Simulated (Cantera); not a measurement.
# Transport properties of process gases

Gas mixture: 100 % NH3, at 10.00 Torr, frozen composition.

Cantera's kinetic-theory transport with the Lennard-Jones parameters of GRI-Mech 3.0, ideal gas; thermal conductivity in the mixture-averaged form. Polar gases are described roughly by these parameters. The composition is frozen, though it would react at the higher temperatures.

```tsv
T (K)	ρ (kg/m³)	cp (J/kg/K)	μ (µPa s)	λ (mW/m/K)	Pr	D (cm²/s) H2O	D (cm²/s) CH4	D (cm²/s) NO
400	0.00683	2269	13.9	44.3	0.713	26.7	29.4	28.7
650	0.00420	2755	22.6	86.5	0.720	71.8	72.6	69.5
900	0.00303	3162	30.6	134	0.721	137	130	123
1150	0.00237	3518	37.9	184	0.726	218	199	187
1400	0.00195	3802	44.6	233	0.728	315	279	262
1650	0.00165	4032	50.8	281	0.730	426	368	345
1900	0.00144	4216	56.6	327	0.731	550	467	437
```
D: mixture-averaged diffusion coefficient of that species in the mixture.
